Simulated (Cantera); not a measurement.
**Aluminium and copper etching: Al + Cl₂ + N₂**

Charge: 1 mol Al, 9.1 mol Cl₂, 3.1 mol N₂, at 10.0 Torr.

Method: chemical equilibrium by Gibbs-energy minimisation in Cantera with the NASA 1993 tables (ideal gas, pure condensed phases). Candidate condensed phases: Al, AlCl₃, AlN; 11 gas species. Equilibrium is a limit: real reactors are often held back by kinetics, nucleation or transport.

From 300 °C to 1300 °C nothing is condensed. The main Al-bearing gas is Al₂Cl₆ at 300 °C and AlCl₃ at 1300 °C.

| T (°C) | log p Cl₂ | log p Cl | log p N₂ | log p AlCl₃ | log p Al₂Cl₆ | log p AlCl₂ |
|---|---|---|---|---|---|---|
| 300 | -2.05 | -9.24 | -2.44 | -3.50 | -3.37 | <-13 |
| 400 | -2.06 | -7.58 | -2.45 | -3.02 | -4.04 | <-13 |
| 500 | -2.06 | -6.34 | -2.45 | -2.95 | -5.10 | <-13 |
| 600 | -2.06 | -5.38 | -2.45 | -2.94 | -6.01 | <-13 |
| 700 | -2.06 | -4.62 | -2.45 | -2.94 | -6.72 | -13.84 |
| 800 | -2.07 | -4.00 | -2.45 | -2.94 | -7.30 | -12.34 |
| 900 | -2.08 | -3.49 | -2.46 | -2.95 | -7.78 | -11.09 |
| 1000 | -2.10 | -3.06 | -2.47 | -2.96 | -8.18 | -10.04 |
| 1100 | -2.15 | -2.71 | -2.48 | -2.98 | -8.55 | -9.14 |
| 1200 | -2.25 | -2.44 | -2.52 | -3.01 | -8.89 | -8.35 |
| 1300 | -2.41 | -2.24 | -2.56 | -3.05 | -9.21 | -7.64 |
log p: log10 of the partial pressure in bar; nothing condenses.
